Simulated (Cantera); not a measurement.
Input: 1 mol AlN, 2 mol H2, 8.6 mol N2.

Cantera equilibrium calculation (NASA polynomials, part measured and part estimated; ideal gas, pure solids and liquids). Candidate condensed phases: Al, AlN; 13 gas species. The numbers say what is thermodynamically allowed, not how fast it happens.

Stable condensed phases, one row left out:

```
T in K \ P in Pa
              1    4.2     18     75    320   1300   5600  24000 100000
   2075       A      A      A      A      A      B      B      B      B
   1775       A      A      B      B      B      B      B      B      B
   1625       A      B      B      B      B      B      B      B      B
   1475       B      B      B      B      B      B      B      B      B
   1325       B      B      B      B      B      B      B      B      B
   1175       B      B      B      B      B      B      B      B      B
   1025       B      B      B      B      B      B      B      B      B
    875       B      B      B      B      B      B      B      B      B
    725       B      B      B      B      B      B      B      B      B
```

A: gas only; B: AlN.

Q: Give the row for 1925 K.

A: 1: gas only; 4.2: gas only; 18: gas only; 75: gas only; 320: AlN; 1300: AlN; 5600: AlN; 24000: AlN; 100000: AlN.
